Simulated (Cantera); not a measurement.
Charge: 1 mol Fe2O3, 2.8 mol H2S, 4 mol N2, equilibrated at 725 K and 75.0 Torr.

Cantera equilibrium calculation (NASA polynomials, part measured and part estimated; ideal gas, pure solids and liquids). Candidate condensed phases: Fe, FeO, Fe(OH)2, Fe(OH)3, FeS, FeSO4, FeS2, Fe2O3, Fe2(SO4)3, Fe3O4, H2O, H2SO4, S; 38 gas species. FeS: taken at fixed stoichiometry. Rates play no part.

Problem. What is the equilibrium state?

Solution. 
```
Item                                       Result
-------------------------------------  ----------
x(N2)                                       0.588
x(H2O)                                      0.408
x(H2S)                                    0.00297
x(SO2)                                   0.000350
x(H2)                                    0.000340
x(S2)                                     1.20e-5
n(FeS(s))                               0.896 mol
n(FeS2(s))                              0.941 mol
n(Fe3O4(s))                            0.0544 mol
gas amount                              6.802 mol
log10 activity of S(l) (absent)             -2.27
log10 activity of Fe(α) (absent)            -5.20
log10 activity of Fe(OH)2(s) (absent)       -6.19
```
